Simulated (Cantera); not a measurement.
Feed: 1 mol FeS₂, 0.39 mol H₂, 0.2 mol H₂O, at 100000 Pa.

Equilibrium computed with Cantera from the NASA thermochemical tables; the gas is ideal and each condensed phase is pure. Candidate condensed phases: Fe, FeO, Fe(OH)₂, Fe(OH)₃, FeS, FeSO₄, FeS₂, Fe₂O₃, Fe₂(SO₄)₃, Fe₃O₄, H₂O, H₂SO₄, S; 22 gas species. FeS: taken at fixed stoichiometry. Gases not in the tables: S₃ to S₇. Equilibrium is a limit: real reactors are often held back by kinetics, nucleation or transport.

log p: log10 of the partial pressure in bar; n: condensed amount in mol.

```
T (°C)  log p H₂S  log p S₂  log p H₂O  log p H₂  n FeS(s)  n FeS₂(s)  n FeS(l)
------  ---------  --------  ---------  --------  --------  ---------  --------
525         -0.20     -4.05      -0.47     -1.49     0.371      0.629         0
625         -0.19     -1.99      -0.47     -1.87     0.394      0.606         0
725         -0.35     -0.48      -0.68     -2.25      1.00          0         0
825         -0.37     -0.47      -0.68     -1.84      1.00          0         0
925         -0.39     -0.46      -0.67         ?      1.00          0         0
1025        -0.43     -0.45      -0.68     -1.25      1.00          0         0
1125        -0.48     -0.44      -0.69     -1.05      1.00          0         0
1225            ?     -0.43      -0.70         ?         0          0      1.00
1325        -0.62     -0.41      -0.71     -0.78         0          0      1.00
```

Fill in the missing entries.


- 1225, log p H₂S: -0.54
- 1225, log p H₂: -0.89
- 925, log p H₂: -1.51
